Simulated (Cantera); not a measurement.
An isothermal, constant-pressure homogeneous reactor starts with H2 : O2 : N2 = 1.6 : 1 : 9.1 (molar parts), at 800 K and 338 Torr.

Model: GRI-Mech 3.0 (53 species, 325 reactions), integrated in Cantera. Below about 950 K walls govern HO2 and H2O2 in real vessels. The temperature is held fixed by assumption; the heat of reaction is taken as removed at once.

### Question
Predict: x(H2) at 90.0 s; x(O2) at 90.0 s; x(H2O2) at 90.0 s; x(H2O) at 90.0 s.

### Answer
| Quantity | Value |
|---|---|
| x(H2) at 90.0 s | 0.119 (gas-phase equilibrium <1e-12) |
| x(O2) at 90.0 s | 0.0763 (gas-phase equilibrium 0.0183) |
| x(H2O2) at 90.0 s | 0.000384 (gas-phase equilibrium 1.55e-12) |
| x(H2O) at 90.0 s | 0.0192 (gas-phase equilibrium 0.147) |
